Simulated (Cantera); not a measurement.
## Moist CO burnout

An isothermal, constant-pressure homogeneous reactor starts with CO : O₂ : H₂O : N₂ = 0.019 : 0.067 : 0.00058 : 1 (molar parts), equivalence ratio 0.14, at 1150 K and 2.90 bar.

Cantera simulation using GRI-Mech 3.0 (53 species, 325 reactions); the numbers are that mechanism's predictions, not measurements.

```json
[
 {"t (s)": "1.00e-5", "x CO": "0.0175", "x O₂": "0.0617", "x H₂O": "0.000534", "x H₂O₂": "<1e-12", "x CO₂": "6.80e-10", "x H": "<1e-12"},
 {"t (s)": "4.30e-5", "x CO": "0.0175", "x O₂": "0.0617", "x H₂O": "0.000534", "x H₂O₂": "<1e-12", "x CO₂": "3.02e-9", "x H": "2.69e-12"},
 {"t (s)": "0.000185", "x CO": "0.0175", "x O₂": "0.0617", "x H₂O": "0.000534", "x H₂O₂": "<1e-12", "x CO₂": "1.50e-8", "x H": "1.81e-11"},
 {"t (s)": "0.000794", "x CO": "0.0175", "x O₂": "0.0617", "x H₂O": "0.000534", "x H₂O₂": "<1e-12", "x CO₂": "1.02e-7", "x H": "1.09e-10"},
 {"t (s)": "0.00341", "x CO": "0.0175", "x O₂": "0.0617", "x H₂O": "0.000534", "x H₂O₂": "7.08e-11", "x CO₂": "1.50e-6", "x H": "1.12e-9"},
 {"t (s)": "0.0147", "x CO": "0.0172", "x O₂": "0.0615", "x H₂O": "0.000531", "x H₂O₂": "1.53e-7", "x CO₂": "0.000323", "x H": "1.18e-7"},
 {"t (s)": "0.0630", "x CO": "0.0129", "x O₂": "0.0595", "x H₂O": "0.000530", "x H₂O₂": "1.72e-7", "x CO₂": "0.00459", "x H": "1.32e-7"},
 {"t (s)": "0.271", "x CO": "0.00376", "x O₂": "0.0552", "x H₂O": "0.000535", "x H₂O₂": "6.27e-8", "x CO₂": "0.0138", "x H": "4.40e-8"},
 {"t (s)": "1.16", "x CO": "0.000104", "x O₂": "0.0534", "x H₂O": "0.000538", "x H₂O₂": "1.27e-9", "x CO₂": "0.0175", "x H": "8.48e-10"},
 {"t (s)": "5.00", "x CO": "1.10e-7", "x O₂": "0.0534", "x H₂O": "0.000538", "x H₂O₂": "2.27e-11", "x CO₂": "0.0176", "x H": "1.94e-12"}
]
```
x: mole fraction; the columns are a selection and need not sum to one.

Equilibrium at this temperature and pressure: CO 2.31e-10, O₂ 0.0533, H₂O 0.000538, H₂O₂ 3.18e-12, CO₂ 0.0176, H <1e-12 (gas phase only).
